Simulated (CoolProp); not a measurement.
R410A along the isotherm 304.8 K: Z from the reference equation and from simpler models built on Tc = 344.5 K, pc = 4901 kPa, ω = 0.296; each cubic takes its own stable root.

Computed with CoolProp (reference Helmholtz-energy equation of state, Lemmon 2003). It is a pseudo-pure fit of the blend.

```json
[
 {"p (kPa)": "4460", "phase": "liquid", "reference": "0.1215", "Redlich-Kwong": "0.1578", "Soave-Redlich-Kwong": "0.1499", "Peng-Robinson": "0.1326"},
 {"p (kPa)": "6680", "phase": "liquid", "reference": "0.1787", "Redlich-Kwong": "0.2275", "Soave-Redlich-Kwong": "0.2182", "Peng-Robinson": "___"},
 {"p (kPa)": "8910", "phase": "liquid", "reference": "___", "Redlich-Kwong": "0.2945", "Soave-Redlich-Kwong": "0.2843", "Peng-Robinson": "0.2523"},
 {"p (kPa)": "11100", "phase": "liquid", "reference": "___", "Redlich-Kwong": "0.3582", "Soave-Redlich-Kwong": "0.3472", "Peng-Robinson": "0.3085"},
 {"p (kPa)": "13400", "phase": "liquid", "reference": "0.3443", "Redlich-Kwong": "0.4234", "Soave-Redlich-Kwong": "0.4118", "Peng-Robinson": "0.3662"},
 {"p (kPa)": "15600", "phase": "liquid", "reference": "0.3966", "Redlich-Kwong": "0.4843", "Soave-Redlich-Kwong": "0.4722", "Peng-Robinson": "0.4203"},
 {"p (kPa)": "17800", "phase": "liquid", "reference": "0.4482", "Redlich-Kwong": "0.5440", "Soave-Redlich-Kwong": "0.5316", "Peng-Robinson": "___"},
 {"p (kPa)": "20100", "phase": "liquid", "reference": "0.5015", "Redlich-Kwong": "0.6055", "Soave-Redlich-Kwong": "___", "Peng-Robinson": "0.5283"},
 {"p (kPa)": "22300", "phase": "liquid", "reference": "___", "Redlich-Kwong": "0.6634", "Soave-Redlich-Kwong": "0.6504", "Peng-Robinson": "0.5801"},
 {"p (kPa)": "24500", "phase": "liquid", "reference": "0.6018", "Redlich-Kwong": "0.7205", "Soave-Redlich-Kwong": "0.7073", "Peng-Robinson": "___"}
]
```

Problem. What belongs in the gaps?

Solution. 
- 6680, Peng-Robinson: 0.1934
- 8910, reference: 0.2348
- 11100, reference: 0.2887
- 17800, Peng-Robinson: 0.4736
- 20100, Soave-Redlich-Kwong: 0.5928
- 22300, reference: 0.5519
- 24500, Peng-Robinson: 0.6312
